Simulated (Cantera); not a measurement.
Cantera with NASA thermochemical tables; ideal gases at 1 bar, condensed phases pure. Values are per mole of reaction as written; species without (g) are pure solids or liquids, kept so even where they would boil at 1 bar.

**Question.** Between 300 and 1773 K, where is each reaction favourable under standard conditions?
- 2 Ti₂O₃ → Ti + 3 TiO₂

**Answer.** 
- 2 Ti₂O₃ → Ti + 3 TiO₂: ΔG° is 199 kJ at 300 K and 212 kJ at 1773 K; it stays positive (K < 1). ΔH° is 159 kJ and ΔS° -30 J/K at 1773 K.
